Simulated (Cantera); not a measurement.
A closed system holds: 1 mol Fe(CO)₅, 0.042 mol CO, 0.92 mol N₂, held at 1548.15 K.

Method: chemical equilibrium by Gibbs-energy minimisation in Cantera with the NASA 1993 tables (ideal gas, pure condensed phases). Candidate condensed phases: C, Fe, Fe(CO)₅, FeO, Fe₂O₃, Fe₃O₄; 27 gas species. The numbers say what is thermodynamically allowed, not how fast it happens.

Task: At 68.0 Pa, list the 3 most abundant gas species with their mole fractions, and the condensed phases.

Result: CO 0.845, N₂ 0.154, Fe 0.000594. Condensed: Fe(γ).
